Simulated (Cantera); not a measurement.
Feed: 1 mol MgO, 0.79 mol SiCl4, 0.072 mol O2, equilibrated at 2.50e-5 bar.

Equilibrium computed with Cantera from the NASA thermochemical tables; the gas is ideal and each condensed phase is pure. Candidate condensed phases: Mg, MgCl2, MgO, MgSiO3, Mg2SiO4, Si, SiO2; 20 gas species. Mutual solubility and eutectic melting of coexisting phases are not modelled. The tables' values for SiCl3, SiO2 are old estimates; treat these amounts as uncertain. The tables hold silica as quartz up to 1696 K and as liquid above; real silica turns to tridymite and cristobalite and melts near 1996 K. Condensed phases not in the tables: alloys, solid solutions and most ternary compounds. The numbers say what is thermodynamically allowed, not how fast it happens.

x: gas mole fraction; n: condensed amount in mol.

```json
[
 {"T (K)": "848", "x MgCl2": "0.0489", "x SiCl4": "0.572", "x Cl": "0.00329", "x Cl2": "0.376", "x SiO": "<1e-12", "x SiCl2": "<1e-12", "x SiCl3": "3.73e-10", "n MgCl2(s)": "0.981", "n SiO2(β-quartz)": "0.572", "n SiO2(condensed)": "0", "n Mg2SiO4(s)": "0"},
 {"T (K)": "948", "x MgCl2": "0.730", "x SiCl4": "0.159", "x Cl": "0.0108", "x Cl2": "0.0997", "x SiO": "<1e-12", "x SiCl2": "<1e-12", "x SiCl3": "1.14e-8", "n MgCl2(s)": "0", "n SiO2(β-quartz)": "0.572", "n SiO2(condensed)": "0", "n Mg2SiO4(s)": "0"},
 {"T (K)": "1048", "x MgCl2": "0.718", "x SiCl4": "0.157", "x Cl": "…", "x Cl2": "…", "x SiO": "<1e-12", "x SiCl2": "…", "x SiCl3": "3.22e-7", "n MgCl2(s)": "0", "n SiO2(β-quartz)": "0.572", "n SiO2(condensed)": "0", "n Mg2SiO4(s)": "0"},
 {"T (K)": "1148", "x MgCl2": "0.693", "x SiCl4": "0.151", "x Cl": "0.112", "x Cl2": "0.0437", "x SiO": "1.81e-11", "x SiCl2": "2.82e-9", "x SiCl3": "6.21e-6", "n MgCl2(s)": "0", "n SiO2(β-quartz)": "0.572", "n SiO2(condensed)": "0", "n Mg2SiO4(s)": "0"},
 {"T (K)": "1248", "x MgCl2": "0.672", "x SiCl4": "0.146", "x Cl": "0.169", "x Cl2": "0.0122", "x SiO": "1.83e-8", "x SiCl2": "5.74e-7", "x SiCl3": "0.000108", "n MgCl2(s)": "0", "n SiO2(β-quartz)": "0.572", "n SiO2(condensed)": "0", "n Mg2SiO4(s)": "0"},
 {"T (K)": "1348", "x MgCl2": "0.665", "x SiCl4": "0.143", "x Cl": "0.188", "x Cl2": "0.00252", "x SiO": "1.08e-5", "x SiCl2": "8.68e-5", "x SiCl3": "0.00157", "n MgCl2(s)": "0", "n SiO2(β-quartz)": "0.572", "n SiO2(condensed)": "0", "n Mg2SiO4(s)": "0"},
 {"T (K)": "1448", "x MgCl2": "0.645", "x SiCl4": "0.121", "x Cl": "0.213", "x Cl2": "0.000684", "x SiO": "0.00227", "x SiCl2": "0.00529", "x SiCl3": "0.0132", "n MgCl2(s)": "0", "n SiO2(β-quartz)": "0.570", "n SiO2(condensed)": "0", "n Mg2SiO4(s)": "0"},
 {"T (K)": "1548", "x MgCl2": "…", "x SiCl4": "…", "x Cl": "…", "x Cl2": "…", "x SiO": "…", "x SiCl2": "…", "x SiCl3": "0.0183", "n MgCl2(s)": "0", "n SiO2(β-quartz)": "…", "n SiO2(condensed)": "0", "n Mg2SiO4(s)": "0"},
 {"T (K)": "1648", "x MgCl2": "0.388", "x SiCl4": "0.000106", "x Cl": "0.445", "x Cl2": "0.000236", "x SiO": "0.165", "x SiCl2": "0.00171", "x SiCl3": "0.000287", "n MgCl2(s)": "0", "n SiO2(β-quartz)": "0.359", "n SiO2(condensed)": "0", "n Mg2SiO4(s)": "0"},
 {"T (K)": "1748", "x MgCl2": "0.383", "x SiCl4": "5.30e-8", "x Cl": "0.448", "x Cl2": "8.31e-5", "x SiO": "0.168", "x SiCl2": "1.80e-5", "x SiCl3": "7.32e-7", "n MgCl2(s)": "0", "n SiO2(β-quartz)": "0", "n SiO2(condensed)": "0.354", "n Mg2SiO4(s)": "0"},
 {"T (K)": "1848", "x MgCl2": "0.253", "x SiCl4": "1.75e-10", "x Cl": "0.527", "x Cl2": "4.47e-5", "x SiO": "0.209", "x SiCl2": "6.55e-7", "x SiCl3": "8.80e-9", "n MgCl2(s)": "0", "n SiO2(β-quartz)": "0", "n SiO2(condensed)": "0.0523", "n Mg2SiO4(s)": "0.0987"}
]
```

### Question
Some entries are withheld; supply them.

### Answer

- 1048, x Cl: 0.0440
- 1048, x Cl2: 0.0814
- 1048, x SiCl2: 1.21e-11
- 1548, x MgCl2: 0.510
- 1548, x SiCl4: 0.0333
- 1548, x Cl: 0.347
- 1548, x Cl2: 0.000470
- 1548, x SiO: 0.0630
- 1548, x SiCl2: 0.0281
- 1548, n SiO2(β-quartz): 0.510
